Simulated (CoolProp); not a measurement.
Vapour-liquid equilibrium of CHF3 (R23) (1) + sulfur hexafluoride (2) at 243.2 K; x and y are mole fractions of (1).

Computed with CoolProp (multi-fluid Helmholtz-energy mixture model, Penoncello 2003 and Guder 2009; pair parameters Bell 2016).

| x | bubble pressure, mixture model (MPa) | bubble pressure, Raoult's law (MPa) | y, mixture model | y, Raoult's law |
|---|---|---|---|---|
| 0.05 | 0.6025 | 0.5190 | 0.197 | 0.097 |
| 0.125 | 0.7238 | 0.5577 | 0.355 | 0.226 |
| 0.2 | 0.8095 | 0.5964 | 0.446 | 0.338 |
| 0.275 | ? | 0.6351 | 0.508 | 0.437 |
| 0.35 | ? | 0.6738 | 0.555 | 0.524 |
| 0.425 | ? | 0.7125 | 0.596 | 0.602 |
| 0.5 | 0.9850 | 0.7512 | 0.633 | 0.672 |
| 0.575 | 1.009 | 0.7899 | 0.670 | 0.735 |
| 0.65 | 1.027 | 0.8285 | 0.710 | 0.792 |
| 0.725 | 1.039 | 0.8672 | 0.753 | 0.844 |
| 0.8 | 1.045 | 0.9059 | 0.804 | 0.891 |
| 0.875 | 1.042 | 0.9446 | 0.864 | 0.935 |
| 0.95 | 1.027 | 0.9833 | 0.939 | 0.975 |

Q: What belongs in the gaps?

A: 
- 0.275, bubble pressure, mixture model (MPa): 0.8718
- 0.35, bubble pressure, mixture model (MPa): 0.9188
- 0.425, bubble pressure, mixture model (MPa): 0.9556

The largest gap from Raoult's law is +37.3 % in bubble pressure, at x = 0.275. y crosses x between x = 0.8 and 0.875: the model has an azeotrope there.

The pair parameters rest on a limited set of measurements; away from them the model extrapolates.
